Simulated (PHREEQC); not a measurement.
1 kg of water holding 0.018 mol/kgw NaHCO3 meets 20 L of dry gas (H2 0.54, N2 0.46 by moles) at fixed total pressure, at 25 °C; fugacities by Peng-Robinson. The gases take part in no redox reaction, some water evaporates into the gas, and hydrates or a liquid gas phase aren't modelled. Nothing may precipitate in this run.

Computed with PHREEQC (ion-association model, phreeqc.dat).

```
P (atm)  dissolved H2 (mol/kgw)  φ of H2  p of H2 (atm)
-------  ----------------------  -------  -------------
2                      0.000838    1.001           1.06
5                       0.00211    1.002           2.68
10                      0.00422    1.003           5.38
20                      0.00838    1.007           10.8
30                       0.0125    1.010           16.2
40                       0.0165    1.014           21.6
50                       0.0204    1.017           27.0
75                       0.0301    1.026           40.5
100                      0.0393    1.036           54.0
150                      0.0568    1.057           81.0
200                      0.0729    1.080            108
300                       0.102    1.129            162
400                       0.127    1.185            216
```

Species that the database lacks are ignored.
